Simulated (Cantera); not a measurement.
## Cu2O + CH4 + N2 (carbothermic reduction)

Feed: 1 mol Cu2O, 0.42 mol CH4, a varied amount of N2, held at 2023.15 K and 5200 Pa.

These are equilibrium values from Cantera (NASA tables, ideal gas, pure condensed phases), not measurements of a reactor. Candidate condensed phases: C, C6H6, C7H8, C8H18, Cu, CuO, Cu(OH)2, Cu2O, H2O; 139 gas species. Rates play no part.

From 0.38 mol N2 to 8.6 mol N2 the condensed part is Cu(l). The main Cu-bearing gas is Cu throughout. The share of Cu in condensed phases is highest at 0.38 mol N2 (90.5 %) and lowest at 8.6 mol N2 (43.2 %).

```tsv
n(N2) (mol)	x N2	x H2O	x H2	x CO	x Cu	x CO2	n Cu(l)
0.38	0.207	0.264	0.192	0.177	0.102	0.0521	1.81
1.1	0.417	0.183	0.134	0.123	0.102	0.0362	1.73
1.9	0.538	0.137	0.0997	0.0920	0.102	0.0271	1.64
2.6	0.603	0.112	0.0815	0.0753	0.102	0.0222	1.55
3.4	0.654	0.0928	0.0675	0.0624	0.102	0.0184	1.46
4.1	0.685	0.0806	0.0586	0.0542	0.102	0.0160	1.38
4.8	0.710	0.0713	0.0518	0.0480	0.102	0.0141	1.30
5.6	0.731	0.0630	0.0457	0.0424	0.102	0.0125	1.21
6.3	0.747	0.0571	0.0415	0.0384	0.102	0.0113	1.13
7.1	0.761	0.0516	0.0375	0.0348	0.102	0.0103	1.04
7.8	0.772	0.0476	0.0346	0.0321	0.102	0.00947	0.955
8.6	0.782	0.0437	0.0318	0.0295	0.102	0.00870	0.863
```
x: gas mole fraction; n: condensed amount in mol.
